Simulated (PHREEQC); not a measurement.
A PHREEQC speciation (ion-association model, phreeqc.dat) at 25 °C gives pH 3.00 and these molalities:

```
species   mol/kgw
-------  --------
HF        0.00124
H+        0.00104
F-       0.000854
H4SiO4   0.000167
SiF6-2    9.30e-5
HF2-      4.06e-6
```

**Question.** What are the element totals, and what could have been dissolved in 1 kg of water to give them?

**Answer.** This is not unique; one that fits is totals F 0.00266, Si 0.000260 mol/kgw, from 0.0011 mol/kgw HF and 0.00026 mol/kgw H2SiF6.

Precipitation was switched off in this run. Examples of supersaturated solids here: Quartz (slow to form). Others may be too. SiF6-2 is the database's only silicon fluoride.
